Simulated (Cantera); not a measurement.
A closed system holds: 1 mol n-butane, 8.5 mol H2, 0.38 mol N2, at 1123.15 K.

These are equilibrium values from Cantera (NASA tables, ideal gas, pure condensed phases), not measurements of a reactor. Candidate condensed phases: C, C6H6, C7H8, C8H18; 92 gas species. Equilibrium is a limit: real reactors are often held back by kinetics, nucleation or transport.

Question: At 1.90 bar, list the 4 most abundant gas species with their mole fractions, and the condensed phases.

Answer: H2 0.924, CH4 0.0475, N2 0.0286, NH3 8.00e-5. Condensed: C(graphite).
